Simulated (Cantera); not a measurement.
Feed: 1 mol borazine, 0.77 mol O2, equilibrated at 1448.15 K and 0.290 bar.

Method: chemical equilibrium by Gibbs-energy minimisation in Cantera with the NASA 1993 tables (ideal gas, pure condensed phases). Candidate condensed phases: B, BN, B2O3, B3O3H3, H2O; 39 gas species. The feed counts by its element totals alone. Mutual solubility and eutectic melting of coexisting phases are not modelled. Gases not in the tables: H3BO3. The numbers say what is thermodynamically allowed, not how fast it happens.

Base state: H2 0.851, N2 0.145, H2O 0.00236, HBO2 0.00136, HBO 0.000192, B2O3 2.49e-5, H 1.58e-5 (mole fractions); condensed: BN(s) + B2O3(l).

**Question.** What changes in the equilibrium state with this change: borazine replaced by B?

**Answer.** 
```csv
species,before,after
O2,<1e-9,1.000
B2O3,2.49e-5,2.49e-5
BO2,<1e-9,1.08e-5
H2,0.851,0
N2,0.145,0
H2O,0.00236,0
HBO2,0.00136,0
HBO,0.000192,0
H,1.58e-5,0
"BN(s), mol",1.98,0
"B2O3(l), mol",0.507,0.500
```
